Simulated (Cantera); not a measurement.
Charge: 1 mol SiH₄, 250 mol H₂, at 4.10 mbar.

Equilibrium computed with Cantera from the NASA thermochemical tables; the gas is ideal and each condensed phase is pure. Candidate condensed phases: Si; 9 gas species. Gases not in the tables: Si₂H₆ and higher silanes. Equilibrium is a limit: real reactors are often held back by kinetics, nucleation or transport.

Problem. Which condensed phases are stable at each of these points (T (K)): 1123, 1173, 1223, 1273, 1323, 1373, 1423, 1473, 1523, 1573, 1623, 1673, 1723, 1773?

Solution. 
```
T (K)  condensed phases  Si condensed (%)
-----  ----------------  ----------------
1123              Si(s)             100.0
1173              Si(s)             100.0
1223              Si(s)             100.0
1273              Si(s)             100.0
1323              Si(s)             100.0
1373              Si(s)             100.0
1423              Si(s)             100.0
1473              Si(s)              99.9
1523              Si(s)              99.8
1573              Si(s)              99.5
1623              Si(s)              98.7
1673              Si(s)              96.8
1723              Si(l)              92.9
1773              Si(l)              85.0
```

From 1123 K to 1673 K the condensed part is Si(s). From 1723 K to 1773 K the condensed part is Si(l).
